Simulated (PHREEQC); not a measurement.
0.11 g of hydrous ferric oxide (600 m²/g; 0.2 weak and 0.005 strong sites per Fe, Dzombak-Morel constants, diffuse double layer) in 1 kg of water with 0.001 mol/kgw of an inert sodium salt and 0.092 mmol/kgw ZnCl2 and 0.14 mmol/kgw PbCl2, at 25 °C; the pH is set by adding NaOH or the inert anion's acid. O2 is buffered at 0.21 atm. No CO2 enters from the air. No solid was allowed to form.

The series has 17 steps of pH, from 3 to 11.

Model: ion-association model, wateq4f.dat, run in PHREEQC.

Problem. Near which pH is half of the Pb sorbed, and on which side is more sorbed?

Solution. Near pH 6.1, with more sorbed at higher pH.

Problem. At which pH does the surface charge pass through zero?

Solution. Near pH 10.7.

Along this series the solution becomes supersaturated in solids that the run did not let form, among them Zn(OH)2-e, Zn5(OH)8Cl2, Pb(OH)2. Species that the database lacks are ignored. The oxide is taken as insoluble; below pH 4 it would dissolve.
